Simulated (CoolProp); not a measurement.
Vapour-liquid equilibrium of n-octane (1) + o-xylene (2) at 209.95 °C; x and y are mole fractions of (1).

Values from CoolProp's multi-fluid Helmholtz-energy mixture model, Beckmüller 2019 and Zhou 2012; pair parameters Bell 2016.

```csv
x,"bubble pressure, mixture model (MPa)","bubble pressure, Raoult's law (MPa)","y, mixture model","y, Raoult's law"
0.05,0.4525,0.4508,0.073,0.073
0.2,0.4895,0.4841,(withheld),0.273
0.35,0.5244,0.5175,(withheld),0.448
0.5,0.5577,0.5508,0.582,0.601
0.65,0.5898,0.5842,(withheld),0.737
0.8,0.6211,0.6175,0.842,0.858
0.95,0.6518,0.6509,0.961,0.966
```

Problem. What belongs in the gaps?

Solution. 
- 0.2, y, mixture model: 0.267
- 0.35, y, mixture model: 0.434
- 0.65, y, mixture model: 0.717

The largest gap from Raoult's law is +1.3 % in bubble pressure, at x = 0.35. No azeotrope shows between x = 0.05 and 0.95.

Pair parameters are fitted to limited data, so mixtures are less certain than the pure fluids.
